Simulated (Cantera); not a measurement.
What does this Cantera script print?

```python
import numpy as np
import cantera as ct

gas = ct.Solution("gri30.yaml")
gas.TPX = 1048, 52000, {'N2O': 1, 'O2': 0.16}
reactor = ct.IdealGasConstPressureReactor(gas, energy="off", clone=False)
net = ct.ReactorNet([reactor])
net.rtol, net.atol = 1e-08, 1e-18
show = ['N2O', 'O2', 'N2', 'NO2', 'NO', 'O']
times = np.geomspace(1e-05, 20, 11)

steps = ct.SolutionArray(gas, extra=["t"])
rows = []
print(f"{'t/s':>10s}{'T/K':>9s}{'P/Pa':>11s}" + "".join(f"{s:>11s}" for s in show))
for t in times:
    while net.time < t:
        t_next = net.step()
        steps.append(gas.state, t=t_next)
    rows.append([np.interp(t, steps.t, y) for y in (steps.T, steps.P, *steps(*show).X.T)])
    print(f"{t:10.3e}{rows[-1][0]:9.1f}{rows[-1][1]:11.4g}" + "".join(f"{x:11.3e}" for x in rows[-1][2:]))
rate = np.gradient(steps.T, steps.t)
print("integrator steps:", len(steps.t))
if steps.T.max() > steps.T[0] + 200:
    print(f"time of steepest temperature rise: {steps.t[rate.argmax()]:.4e} s")
gas.TPX = 1048, 52000, {'N2O': 1, 'O2': 0.16}
gas.equilibrate("TP")
print(f"equilibrium (TP): T = {gas.T:.1f} K  " + "  ".join(f"{s} {gas[s].X[0]:.3e}" for s in show))
```

Output:

```
       t/s      T/K       P/Pa        N2O         O2         N2        NO2         NO          O
 1.000e-05   1048.0    5.2e+04  8.621e-01  1.379e-01  5.740e-08  2.172e-17  9.465e-10  3.982e-08
 4.267e-05   1048.0    5.2e+04  8.621e-01  1.379e-01  3.145e-07  3.274e-15  1.174e-08  9.642e-08
 1.821e-04   1048.0    5.2e+04  8.621e-01  1.379e-01  1.622e-06  1.556e-13  8.114e-08  1.153e-07
 7.768e-04   1048.0    5.2e+04  8.621e-01  1.379e-01  7.280e-06  3.518e-12  3.857e-07  1.154e-07
 3.314e-03   1048.0    5.2e+04  8.620e-01  1.379e-01  3.142e-05  6.732e-11  1.685e-06  1.154e-07
 1.414e-02   1048.0    5.2e+04  8.619e-01  1.380e-01  1.344e-04  1.220e-09  7.228e-06  1.154e-07
 6.034e-02   1048.0    5.2e+04  8.612e-01  1.382e-01  5.735e-04  2.126e-08  3.085e-05  1.154e-07
 2.575e-01   1048.0    5.2e+04  8.585e-01  1.389e-01  2.442e-03  3.210e-07  1.311e-04  1.153e-07
 1.099e+00   1048.0    5.2e+04  8.469e-01  1.422e-01  1.032e-02  3.144e-06  5.518e-04  1.149e-07
 4.687e+00   1048.0    5.2e+04  8.000e-01  1.555e-01  4.226e-02  1.678e-05  2.246e-03  1.128e-07
 2.000e+01   1048.0    5.2e+04  6.366e-01  2.018e-01  1.536e-01  6.352e-05  8.003e-03  1.044e-07
integrator steps: 504
equilibrium (TP): T = 1048.0 K  N2O 3.099e-09  O2 3.976e-01  N2 6.024e-01  NO2 2.422e-06  NO 6.262e-05  O 5.569e-10
```

Model: GRI-Mech 3.0 (53 species, 325 reactions), integrated in Cantera. GRI-Mech 3.0 was tuned for natural gas; its chemistry of N2O as a main component is partial and can be far from experiment. The mechanism lacks the step 2 NO + O2 → 2 NO2, which can matter for NO2 below about 1400 K. The temperature is held fixed by assumption; the heat of reaction is taken as removed at once.
